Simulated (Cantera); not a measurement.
Input: 1 mol Ta(OEt)₅, 2 mol CO₂, 240 mol H₂, held at 2425 °C and 1 atm.

Cantera equilibrium calculation (NASA polynomials, part measured and part estimated; ideal gas, pure solids and liquids). Candidate condensed phases: C, C₆H₆, C₇H₈, C₈H₁₈, H₂O, Ta, TaC, Ta₂O₅; 113 gas species. The feed counts by its element totals alone. TaC: taken at fixed stoichiometry. Condensed phases not in the tables: Ta₂C. Equilibrium is a limit: real reactors are often held back by kinetics, nucleation or transport.

What is the equilibrium state?


| Item | Value |
|---|---|
| x(H₂) | 0.909 |
| x(H) | 0.0534 |
| x(CO) | 0.0335 |
| x(C₂H₂ (acetylene)) | 0.00364 |
| x(CH₃) | 3.90e-5 |
| x(CH₄) | 3.87e-5 |
| x(C₂H) | 2.26e-5 |
| x(C₄H₂) | 6.04e-6 |
| x(C₂H₂ (vinylidene)) | 5.26e-6 |
| n(TaC(s)) | 1.00 mol |
| gas amount | 268.7 mol |
| log10 activity of C(graphite) (absent) | -0.38 |
| log10 activity of Ta(s) (absent) | -2.34 |
| log10 activity of Ta₂O₅(l) (absent) | -24.49 |
